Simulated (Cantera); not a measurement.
Charge: 1 mol TiCl₄, 0.39 mol C₃H₈, 260 mol H₂, 0.2 mol CH₄, equilibrated at 2173 K.

These are equilibrium values from Cantera (NASA tables, ideal gas, pure condensed phases), not measurements of a reactor. Candidate condensed phases: C, C₆H₆, C₇H₈, C₈H₁₈, Ti, TiC, TiCl₂, TiCl₃, TiCl₄; 96 gas species. TiC: taken at fixed stoichiometry. The numbers say what is thermodynamically allowed, not how fast it happens.

x: gas mole fraction; n: condensed amount in mol.

```tsv
P (Pa)	x H₂	x H	x HCl	x Cl	x C₂H₂ (acetylene)	n TiC(s)
10	0.610	0.377	0.00844	0.00380	0.000670	0.916
37	0.766	0.220	0.0111	0.00233	0.000658	0.974
140	0.865	___	0.0129	___	0.000669	0.991
520	0.920	0.0642	0.0139	0.000710	0.000681	0.997
1900	0.950	___	0.0145	___	0.000688	0.998
7200	0.967	0.0177	0.0148	0.000198	0.000688	0.999
27000	0.975	0.00917	0.0150	0.000103	0.000674	0.999
100000	0.979	0.00478	0.0151	5.36e-5	0.000620	0.999
```

Fill in the missing entries.


- 140, x H: 0.120
- 140, x Cl: 0.00131
- 1900, x H: 0.0341
- 1900, x Cl: 0.000380
